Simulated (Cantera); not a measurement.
Feed: 1 mol Si, 0.0035 mol O2, 2.8 mol N2, held at 12.0 Pa.

Method: chemical equilibrium by Gibbs-energy minimisation in Cantera with the NASA 1993 tables (ideal gas, pure condensed phases). Candidate condensed phases: Si, SiO2, Si2N2O, Si3N4; 16 gas species. N2 is the only nitrogen source here; it is nearly inert below about 1500 K, so the nitride shown seldom forms there in practice. Mutual solubility and eutectic melting of coexisting phases are not modelled. The numbers say what is thermodynamically allowed, not how fast it happens. All values below are at 1025 °C.

Base state: N2 1.000 (mole fractions); condensed: Si2N2O(s) + Si3N4(s).

Q: What changes in the equilibrium state with this change: Si replaced by Cu?

A: 
| species | before | after |
|---|---|---|
| N2 | 1.000 | 0.997 |
| Cu | 0 | 0.00125 |
| O2 | <1e-9 | 0.00123 |
| NO | <1e-9 | 3.36e-5 |
| Si2N2O(s), mol | 0.00699 | 0 |
| Si3N4(s), mol | 0.329 | 0 |
| Cu(s), mol | 0 | 0.996 |
Further candidate phases: Cu, CuO, Cu2O.
